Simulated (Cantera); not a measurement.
Charge: 1 mol SiH4, 0.077 mol Cl2, 20 mol N2, equilibrated at 1323 K and 13.3 mbar.

Equilibrium computed with Cantera from the NASA thermochemical tables; the gas is ideal and each condensed phase is pure. Candidate condensed phases: NH4Cl, Si, Si3N4; 28 gas species. N2 is the only nitrogen source here; it is nearly inert below about 1500 K, so the nitride shown seldom forms there in practice. The numbers say what is thermodynamically allowed, not how fast it happens.

Base state: N2 0.903, H2 0.0898, HCl 0.00719 (mole fractions); condensed: Si3N4(s).

Task: What changes in the equilibrium state with this change: Cl2 from 0.077 to 0.0076 mol?

Result: 
```csv
species,before,after
N2,0.903,0.906
H2,0.0898,0.0934
HCl,0.00719,0.000712
"Si3N4(s), mol",0.333,0.333
```
